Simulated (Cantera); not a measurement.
Input: 1 mol Si3N4, 2 mol O2, 14 mol N2, 1.3 mol CO2, held at 3.90 bar.

Equilibrium computed with Cantera from the NASA thermochemical tables; the gas is ideal and each condensed phase is pure. Candidate condensed phases: C, Si, SiC, SiO2, Si2N2O, Si3N4; 34 gas species. Mutual solubility and eutectic melting of coexisting phases are not modelled. The tables hold silica as quartz up to 1696 K and as liquid above; real silica turns to tridymite and cristobalite and melts near 1996 K. Rates play no part.

Q: Which condensed phases are stable at each of these points (T (K)): 1073, 1273, 1473, 1673, 1873, 2073, 2273?

A: 
| T (K) | condensed phases | Si condensed (%) |
|---|---|---|
| 1073 | C(graphite) + SiO2(β-quartz) | 100.0 |
| 1273 | C(graphite) + SiO2(β-quartz) | 100.0 |
| 1473 | SiO2(β-quartz) + Si2N2O(s) | 100.0 |
| 1673 | SiO2(β-quartz) + Si2N2O(s) | 100.0 |
| 1873 | SiO2(condensed) + Si2N2O(s) | 99.4 |
| 2073 | SiO2(l) + Si2N2O(s) | 87.4 |
| 2273 | SiO2(l) | 76.5 |

From 1073 K to 1273 K the condensed part is C(graphite) + SiO2(β-quartz). From 1473 K to 1673 K the condensed part is SiO2(β-quartz) + Si2N2O(s). At 1873 K the condensed part is SiO2(condensed) + Si2N2O(s). At 2073 K the condensed part is SiO2(l) + Si2N2O(s). At 2273 K the condensed part is SiO2(l).
